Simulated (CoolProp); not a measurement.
Vapour-liquid equilibrium of R143a (1) + R152A (2) at 0.339 bar; x and y are mole fractions of (1).

Computed with CoolProp (multi-fluid Helmholtz-energy mixture model, Lemmon and Jacobsen 2000 and Outcalt 1996; pair parameters Bell 2016).

```json
[
 {"x": "0.05", "bubble temperature (K)": "224.3", "y at the bubble point": "0.176", "dew temperature at overall composition x (K)": "226.2", "liquid density (mol/L)": "15.95"},
 {"x": "0.2", "bubble temperature (K)": "218.6", "y at the bubble point": "0.494", "dew temperature at overall composition x (K)": "223.9", "liquid density (mol/L)": "15.78"},
 {"x": "0.35", "bubble temperature (K)": "214.7", "y at the bubble point": "0.665", "dew temperature at overall composition x (K)": "221.4", "liquid density (mol/L)": "15.56"},
 {"x": "0.5", "bubble temperature (K)": "211.8", "y at the bubble point": "0.776", "dew temperature at overall composition x (K)": "218.4", "liquid density (mol/L)": "15.33"},
 {"x": "0.65", "bubble temperature (K)": "209.5", "y at the bubble point": "0.857", "dew temperature at overall composition x (K)": "215.1", "liquid density (mol/L)": "15.09"},
 {"x": "0.8", "bubble temperature (K)": "207.6", "y at the bubble point": "0.923", "dew temperature at overall composition x (K)": "211.2", "liquid density (mol/L)": "14.85"},
 {"x": "0.95", "bubble temperature (K)": "205.8", "y at the bubble point": "0.982", "dew temperature at overall composition x (K)": "206.8", "liquid density (mol/L)": "14.61"}
]
```

No azeotrope shows between x = 0.05 and 0.95.

The pair parameters rest on a limited set of measurements; away from them the model extrapolates.
